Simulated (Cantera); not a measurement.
**Stirred combustor or abatement burner**

A perfectly stirred reactor is fed with 10.6 % CO, 0.690 % H₂, 15.9 % O₂, 72.8 % N₂, at 750 Torr; it is adiabatic with a 373 K inlet, and is followed from long to short residence time, starting on the burning branch (τ in s: 0.21, 0.1, 0.048, 0.023, 0.011, 0.0054, 0.0026, 0.0012, 0.0006, 0.00029, 0.00014, 6.6e-05, 3.2e-05).

Computed with Cantera and GRI-Mech 3.0 (53 species, 325 reactions).

```tsv
τ (s)	T (K)	x CO	x H₂	x O₂	x H₂O₂	x NO
0.21	1341	0.00160	1.40e-5	0.109	1.02e-7	6.23e-6
0.10	1332	0.00271	2.30e-5	0.110	1.48e-7	4.50e-6
0.048	1316	0.00465	3.81e-5	0.111	2.13e-7	3.16e-6
0.023	1284	0.00847	6.61e-5	0.112	3.12e-7	2.08e-6
0.011	373	0.106	0.00690	0.159	<1e-12	<1e-12
0.0054	373	0.106	0.00690	0.159	<1e-12	<1e-12
0.0026	373	0.106	0.00690	0.159	<1e-12	<1e-12
0.0012	373	0.106	0.00690	0.159	<1e-12	<1e-12
0.00060	373	0.106	0.00690	0.159	<1e-12	<1e-12
0.00029	373	0.106	0.00690	0.159	<1e-12	<1e-12
0.00014	373	0.106	0.00690	0.159	<1e-12	<1e-12
6.6e-5	373	0.106	0.00690	0.159	<1e-12	<1e-12
3.2e-5	373	0.106	0.00690	0.159	<1e-12	<1e-12
```
x: mole fraction; the columns are a selection and need not sum to one.
